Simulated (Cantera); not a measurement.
**Thermodynamics of hydrogen reduction and annealing atmospheres, feed Fe₃O₄ + H₂ + N₂**

A closed system holds: 1 mol Fe₃O₄, 2600 mol H₂, 26 mol N₂, equilibrated at 4.60 bar.

Cantera equilibrium calculation (NASA polynomials, part measured and part estimated; ideal gas, pure solids and liquids). Candidate condensed phases: Fe, FeO, Fe(OH)₂, Fe(OH)₃, Fe₂O₃, Fe₃O₄, H₂O; 27 gas species. Condensed phases not in the tables: Fe₄N. Equilibrium is a limit: real reactors are often held back by kinetics, nucleation or transport.

```
T (°C)  log p H₂  log p N₂  log p H  log p H₂O  n Fe(α)  n Fe(γ)  n Fe(δ)  n Fe(l)
------  --------  --------  -------  ---------  -------  -------  -------  -------
525         0.66     -1.37   -11.25      -2.15     3.00        0        0        0
725         0.66     -1.35    -8.34      -2.15     3.00        0        0        0
925         0.66     -1.34    -6.39      -2.15        0     3.00        0        0
1125        0.66     -1.34    -5.00      -2.15        0     3.00        0        0
1325        0.66     -1.34    -3.94      -2.15        0     3.00        0        0
1525        0.66     -1.34    -3.12      -2.15        0        0     2.98        0
1725        0.66     -1.34    -2.47      -2.15        0        0        0     2.80
1925        0.66     -1.34    -1.93      -2.16        0        0        0     1.44
```
log p: log10 of the partial pressure in bar; n: condensed amount in mol.

From 525 °C to 725 °C the condensed part is Fe(α). From 925 °C to 1325 °C the condensed part is Fe(γ). At 1525 °C the condensed part is Fe(δ). From 1725 °C to 1925 °C the condensed part is Fe(l).
